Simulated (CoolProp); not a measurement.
Values from CoolProp's reference Helmholtz-energy equation of state, Thol 2015.

For 1,2-dichloroethane, give the phase and the cv (kJ/(kg K)), Joule-Thomson coefficient (K/MPa) at 500 K and 82.6 kPa; 500 K and 3020 kPa.


- 500 K and 82.6 kPa: gas; cv 0.956, Joule-Thomson coefficient 12.8
- 500 K and 3020 kPa: liquid; cv 1.06, Joule-Thomson coefficient 0.446
